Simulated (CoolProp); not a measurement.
The fluid at 432.15 K and 0.128 MPa is compressed adiabatically to 0.726 MPa with isentropic efficiency 0.9. The same conditions are run with several fluids, on thermodynamics alone (safety and materials aside).

Computed with CoolProp (reference Helmholtz-energy equation of state of each fluid (carbonyl sulfide: Lemmon 2006; ethane: Bücker 2006; dimethyl ether: Wu 2011; cyclohexane: Zhou 2014)).

Problem. Rank carbonyl sulfide, ethane, dimethyl ether, cyclohexane by work (kJ/kg), highest first.

Solution. ethane (254), dimethyl ether (162), carbonyl sulfide (134), cyclohexane (81.4)

| fluid | final temperature (K) | final density (kg/m³) |
|---|---|---|
| carbonyl sulfide | 597.6 | 8.85 |
| ethane | 534.1 | 4.95 |
| dimethyl ether | 517.4 | 7.95 |
| cyclohexane | 478.1 | 17.2 |
